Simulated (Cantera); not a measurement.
A closed system holds: 1 mol B, 0.84 mol O2, held at 2000 °C and 0.00890 bar.

Equilibrium computed with Cantera from the NASA thermochemical tables; the gas is ideal and each condensed phase is pure. Candidate condensed phases: B, B2O3; 10 gas species. Equilibrium is a limit: real reactors are often held back by kinetics, nucleation or transport.

Q: What is the equilibrium state?

A: x(B2O3): 0.727
x(BO2): 0.149
x(O2): 0.102
x(O): 0.0144
x(BO): 0.00689
x(B2O2): 8.69e-5
gas amount: 0.6209 mol
log10 activity of B(s) (absent): -7.35
